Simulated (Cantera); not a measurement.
What does this Cantera script print?

```python
import numpy as np
import cantera as ct

gas = ct.Solution("gri30.yaml")
gas.TPX = 650, 1000000, {'CH4': 1, 'CO': 0.31, 'O2': 2.34, 'N2': 8.81}
inlet = ct.Reservoir(gas, clone=True)
gas.equilibrate("HP")  # start burning
reactor = ct.IdealGasConstPressureReactor(gas, energy="on", clone=False)
exhaust = ct.Reservoir(gas, clone=True)
tau = [0.046, 0.022, 0.01, 0.005, 0.0024, 0.0011, 0.00054, 0.00026, 0.00012, 5.8e-05, 2.8e-05, 1.3e-05][0]
for a, b in ((inlet, reactor), (reactor, exhaust)):
    ct.MassFlowController(a, b, mdot=lambda t: reactor.mass / tau)
net = ct.ReactorNet([reactor])
show = ['CH4', 'CO', 'O2', 'HCN', 'NO']

rows = []
print(f"{'tau/s':>10s}{'T/K':>9s}" + "".join(f"{s:>11s}" for s in show))
for tau in [0.046, 0.022, 0.01, 0.005, 0.0024, 0.0011, 0.00054, 0.00026, 0.00012, 5.8e-05, 2.8e-05, 1.3e-05]:
    net.initial_time = 0.0
    net.advance(30 * tau)
    before = gas.X
    net.advance(40 * tau)
    drift = np.max(np.abs(gas.X - before) / (gas.X + 1e-9))
    rows.append([gas.T, *gas[show].X, drift])
    print(f"{tau:10.3e}{gas.T:9.1f}" + "".join(f"{x:11.3e}" for x in gas[show].X))
```

Output:

```
     tau/s      T/K        CH4         CO         O2        HCN         NO
 4.600e-02   2417.6  6.282e-07  6.096e-03  1.554e-02  1.396e-07  4.209e-03
 2.200e-02   2418.1  1.291e-06  6.169e-03  1.587e-02  2.450e-07  3.596e-03
 1.000e-02   2418.0  2.761e-06  6.341e-03  1.638e-02  4.007e-07  2.744e-03
 5.000e-03   2416.4  5.328e-06  6.650e-03  1.693e-02  5.601e-07  1.974e-03
 2.400e-03   2411.4  1.051e-05  7.278e-03  1.761e-02  7.393e-07  1.302e-03
 1.100e-03   2400.0  2.102e-05  8.506e-03  1.854e-02  9.469e-07  8.180e-04
 5.400e-04   2381.7  3.820e-05  1.035e-02  1.973e-02  1.169e-06  5.474e-04
 2.600e-04   2353.2  6.848e-05  1.314e-02  2.144e-02  1.446e-06  3.755e-04
 1.200e-04   2310.6  1.254e-04  1.717e-02  2.392e-02  1.809e-06  2.580e-04
 5.800e-05   2257.7  2.259e-04  2.212e-02  2.706e-02  2.244e-06  1.801e-04
 2.800e-05   2189.0  4.341e-04  2.862e-02  3.144e-02  2.829e-06  1.196e-04
 1.300e-05   2084.3  1.069e-03  3.924e-02  3.952e-02  3.776e-06  6.250e-05
```

Computed with Cantera and GRI-Mech 3.0 (53 species, 325 reactions).
